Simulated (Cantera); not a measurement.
An adiabatic, constant-pressure homogeneous reactor starts with CH4 : CO : O2 : N2 = 1 : 0.68 : 5.57 : 20.9 (molar parts), equivalence ratio 0.42, at 1250 K and 3.30 bar.

Cantera simulation using GRI-Mech 3.0 (53 species, 325 reactions); the numbers are that mechanism's predictions, not measurements.

Q: Predict: time of steepest temperature rise; temperature at 0.900 s; equilibrium temperature; x(CO) at 0.900 s; x(O2) at 0.900 s; x(NO) at 0.900 s.

A: 
```json
{
  "time_of_steepest_temperature_rise": "5.28 ms",
  "temperature at 0.900 s": "2157 K",
  "equilibrium_temperature": "2157 K",
  "x(CO) at 0.900 s": "0.000444 (gas-phase equilibrium 0.000444)",
  "x(O2) at 0.900 s": "0.111 (gas-phase equilibrium 0.111)",
  "x(NO) at 0.900 s": "0.00808 (gas-phase equilibrium 0.00814)"
}
```
